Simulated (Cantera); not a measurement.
Feed: 1 mol Al, 3.3 mol Cl2, at 1.00 Torr.

Method: chemical equilibrium by Gibbs-energy minimisation in Cantera with the NASA 1993 tables (ideal gas, pure condensed phases). Candidate condensed phases: Al, AlCl3; 8 gas species. Equilibrium is a limit: real reactors are often held back by kinetics, nucleation or transport.

Q: At 573 K, list the 3 most abundant gas species with their mole fractions, and the condensed phases.

A: Cl2 0.725, AlCl3 0.148, Al2Cl6 0.127. Condensed: gas only.
